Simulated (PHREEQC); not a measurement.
A solution holds 0.0085 mol AlCl3 per kg of water, at 25 °C. Closed to the air; pH follows from the charge balance.

Computed with PHREEQC (ion-association model, phreeqc.dat).

This is a speciation only: nothing precipitates in the calculation.

Task: Estimate the pH, specific conductance.

Result: pH 3.71; specific conductance 2790 µS/cm.

Task: In which forms is Al present?

Result: Al+3 97 %, AlOH+2 2.6 % of the Al.

Examples of supersaturated solids here: Gibbsite (slow to form). Others may be too.
